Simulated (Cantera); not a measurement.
An adiabatic, constant-volume homogeneous reactor starts with H₂ : O₂ : N₂ : H₂O = 1 : 0.568 : 2.14 : 0.3 (molar parts), at 975 K and 1.01 bar. Integrator tolerance rtol = 1e-08.

Detailed kinetics in Cantera: GRI-Mech 3.0 (53 species, 325 reactions).

| quantity | before | after |
|---|---|---|
| time of steepest temperature rise | 22.8 ms | 8.43 µs |
| temperature at 1.00 s | 2720 K | 2896 K |
| equilibrium temperature | 2720 K | 2896 K |
| x(H₂) at 1.00 s | 0.0229 (gas-phase equilibrium 0.0229) | 0.0439 (gas-phase equilibrium 0.0439) |
| x(O₂) at 1.00 s | 0.0202 (gas-phase equilibrium 0.0202) | 0.0249 (gas-phase equilibrium 0.0249) |
| x(H₂O) at 1.00 s | 0.325 (gas-phase equilibrium 0.325) | 0.280 (gas-phase equilibrium 0.280) |
| x(NO) at 1.00 s | 0.00884 (gas-phase equilibrium 0.00884) | 0.0123 (gas-phase equilibrium 0.0123) |
| x(N₂O) at 1.00 s | 6.81e-7 (gas-phase equilibrium 6.81e-7) | 7.53e-7 (gas-phase equilibrium 7.53e-7) |

Which change was made?
A. constant pressure in place of constant volume
B. H2 1 to 2.8 parts
C. initial temperature 975 to 1675 K
D. pressure from 1.01 bar to 30.0 bar

C, initial temperature 975 to 1675 K
